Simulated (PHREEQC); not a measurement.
Solution (5 °C): 0.0048 mol/kgw NaNO3 and 0.18 mol/kgw Al(NO3)3. Closed to the air; pH follows from the charge balance.

The numbers come from PHREEQC with the ion-association model, wateq4f.dat.

Q: The ionic strength comes out as 1.08 mol/kgw. What activity coefficients do Al+3, H+, Na+, NO3-, AlOH+2 get?

A: Al+3 0.072, H+ 0.75, Na+ 0.73, NO3- 0.56, AlOH+2 0.19.

No solid was allowed to form. The ionic strength is past about 0.7 mol/kgw, beyond the range of this activity model, so the values are rough. Complexes and solids missing from the database can't appear. Constants without temperature data keep their 25 °C values here.
